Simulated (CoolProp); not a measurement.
Saturation properties of cis-2-butene.

Model: reference Helmholtz-energy equation of state, Lemmon 2005, in CoolProp. It is a short technical equation, of lower accuracy than the large ones.

| T (K) | p (MPa) | enthalpy of vaporisation (kJ/kg) | liquid cp (kJ/(kg K)) | vapour Z |
|---|---|---|---|---|
| 322.5 | 0.4384 | 365.0 | 2.369 | 0.8908 |
| 332.4 | 0.5682 | 352.6 | 2.428 | 0.8700 |
| 342.2 | 0.7228 | 339.4 | 2.495 | 0.8469 |
| 352 | 0.9066 | 325.3 | 2.570 | 0.8213 |
| 361.8 | 1.123 | 310.0 | 2.657 | 0.7927 |
| 371.6 | 1.375 | 293.3 | 2.761 | 0.7609 |
| 381.5 | 1.669 | 274.6 | 2.891 | 0.7249 |
| 391.3 | 2.005 | 253.7 | 3.061 | 0.6848 |

It boils at 276.9 K under 1 atm.
